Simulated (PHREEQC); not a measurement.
## Phosphoric acid bath: speciation

Solution (25 °C): 0.011 mol/kgw H3PO4, 0.0006 mol/kgw H2SO4 and 0.069 mol/kgw H3AsO4. Closed to the air; pH follows from the charge balance.

Equilibrium calculation in PHREEQC: ion-association model, wateq4f.dat.

Each row changes one thing in this solution. This is a speciation only: nothing precipitates in the calculation.

```
case                                   pH  ionic strength (mol/kgw)  H3AsO4 (mol/kgw)  H2AsO4- (mol/kgw)  HAsO4-2 (mol/kgw)
-----------------------------------  ----  ------------------------  ----------------  -----------------  -----------------
as made                              1.74                    0.0210            0.0524             0.0165            9.51e-8
diluted 10-fold with water           2.36                   0.00467           0.00307            0.00383            7.63e-8
H2SO4 left out                       1.75                    0.0202            0.0522             0.0168            9.85e-8
H3AsO4 from 0.069 to 0.0138 mol/kgw  2.01                    0.0111           0.00878            0.00502            4.90e-8
H3PO4 left out                       1.78                    0.0189            0.0512             0.0178            1.11e-7
temperature from 25 to 15 °C         1.72                    0.0219            0.0517             0.0173            9.09e-8
0.0019 mol/kgw H2SeO4 added          1.70                    0.0242            0.0534             0.0156            8.45e-8
```

Species that the database lacks are ignored. H3PO4, which wateq4f.dat lacks, is added to it with the constant of phreeqc.dat.
